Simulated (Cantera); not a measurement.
What does this Cantera script print?

```python
import numpy as np
import cantera as ct

gas = ct.Solution("gri30.yaml")
gas.TPX = 1850, 101325, {'CH4': 1, 'N2': 15}
reactor = ct.IdealGasConstPressureReactor(gas, energy="off", clone=False)
net = ct.ReactorNet([reactor])
net.rtol, net.atol = 1e-08, 1e-18
show = ['CH4', 'CH2', 'C2H2', 'C2H4', 'H']
times = np.geomspace(2e-06, 2, 12)

steps = ct.SolutionArray(gas, extra=["t"])
rows = []
print(f"{'t/s':>10s}{'T/K':>9s}{'P/Pa':>11s}" + "".join(f"{s:>11s}" for s in show))
for t in times:
    while net.time < t:
        t_next = net.step()
        steps.append(gas.state, t=t_next)
    rows.append([np.interp(t, steps.t, y) for y in (steps.T, steps.P, *steps(*show).X.T)])
    print(f"{t:10.3e}{rows[-1][0]:9.1f}{rows[-1][1]:11.4g}" + "".join(f"{x:11.3e}" for x in rows[-1][2:]))
rate = np.gradient(steps.T, steps.t)
print("integrator steps:", len(steps.t))
if steps.T.max() > steps.T[0] + 200:
    print(f"time of steepest temperature rise: {steps.t[rate.argmax()]:.4e} s")
gas.TPX = 1850, 101325, {'CH4': 1, 'N2': 15}
gas.equilibrate("TP")
print(f"equilibrium (TP): T = {gas.T:.1f} K  " + "  ".join(f"{s} {gas[s].X[0]:.3e}" for s in show))
```

Output:

```
       t/s      T/K       P/Pa        CH4        CH2       C2H2       C2H4          H
 2.000e-06   1850.0  1.013e+05  6.248e-02  5.281e-10  2.567e-13  5.327e-10  1.785e-06
 7.022e-06   1850.0  1.013e+05  6.243e-02  5.931e-09  8.771e-11  4.498e-08  1.806e-06
 2.466e-05   1850.0  1.013e+05  6.224e-02  5.797e-08  1.866e-08  2.391e-06  2.021e-06
 8.658e-05   1850.0  1.013e+05  6.142e-02  4.968e-07  3.393e-06  9.682e-05  4.483e-06
 3.040e-04   1850.0  1.013e+05  5.484e-02  2.343e-06  5.399e-04  2.051e-03  2.612e-05
 1.067e-03   1850.0  1.013e+05  3.275e-02  1.859e-06  1.126e-02  2.152e-03  7.771e-05
 3.748e-03   1850.0  1.013e+05  1.437e-02  8.710e-07  2.212e-02  2.777e-04  1.177e-04
 1.316e-02   1850.0  1.013e+05  4.653e-03  3.254e-07  2.708e-02  6.152e-05  1.445e-04
 4.620e-02   1850.0  1.013e+05  1.319e-03  9.934e-08  2.872e-02  4.355e-05  1.557e-04
 1.622e-01   1850.0  1.013e+05  3.933e-04  3.032e-08  2.917e-02  4.306e-05  1.590e-04
 5.696e-01   1850.0  1.013e+05  1.912e-04  1.483e-08  2.927e-02  4.321e-05  1.597e-04
 2.000e+00   1850.0  1.013e+05  1.801e-04  1.398e-08  2.927e-02  4.321e-05  1.598e-04
integrator steps: 1402
equilibrium (TP): T = 1850.0 K  CH4 8.384e-05  CH2 6.495e-09  C2H2 6.207e-03  C2H4 9.183e-06  H 1.599e-04
```

Detailed kinetics in Cantera: GRI-Mech 3.0 (53 species, 325 reactions). GRI-Mech 3.0 stops at C3 and has no aromatics, soot or wall deposition, so with more carbon than oxygen in the feed, carbon stays in small species such as C2H2 where larger ones or solid carbon would form.
